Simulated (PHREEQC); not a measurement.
Dissolve 0.0088 mol HF, 0.0005 mol NH4F and 0.17 mol NH4Cl per kg of water at 20 °C. Closed to the air; pH follows from the charge balance.

Model: ion-association model, phreeqc.dat, run in PHREEQC.

This is a speciation only: nothing precipitates in the calculation.

Estimate the pH.

pH 2.68.

In which forms is F present?

HF 66 %, F- 33 %, HF2- 1.5 % of the F.
